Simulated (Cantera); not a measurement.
An adiabatic, constant-pressure homogeneous reactor starts with 26.7 % H₂, 15.4 % O₂, 57.8 % N₂, 0.134 % NO, at 1400 K and 10.0 bar.

Detailed kinetics in Cantera: GRI-Mech 3.0 (53 species, 325 reactions). The hydrogen kinetics of GRI-Mech 3.0 are dated; newer H2 mechanisms differ, most at raised pressure.

Question: Predict: time of steepest temperature rise; temperature at 0.200 s; equilibrium temperature; x(H₂) at 0.200 s; x(O₂) at 0.200 s; x(NO) at 0.200 s; x(O) at 0.200 s; x(N₂O) at 0.200 s; x(NO₂) at 0.200 s; x(N₂) at 0.200 s.

Answer: 
| Item | Result |
|---|---|
| time of steepest temperature rise | 2.33 µs |
| temperature at 0.200 s | 2939 K |
| equilibrium temperature | 2939 K |
| x(H₂) at 0.200 s | 0.0212 (gas-phase equilibrium 0.0212) |
| x(O₂) at 0.200 s | 0.0210 (gas-phase equilibrium 0.0210) |
| x(NO) at 0.200 s | 0.0127 (gas-phase equilibrium 0.0127) |
| x(O) at 0.200 s | 0.00421 (gas-phase equilibrium 0.00421) |
| x(N₂O) at 0.200 s | 2.05e-6 (gas-phase equilibrium 2.05e-6) |
| x(NO₂) at 0.200 s | 7.67e-6 (gas-phase equilibrium 7.67e-6) |
| x(N₂) at 0.200 s | 0.646 (gas-phase equilibrium 0.646) |
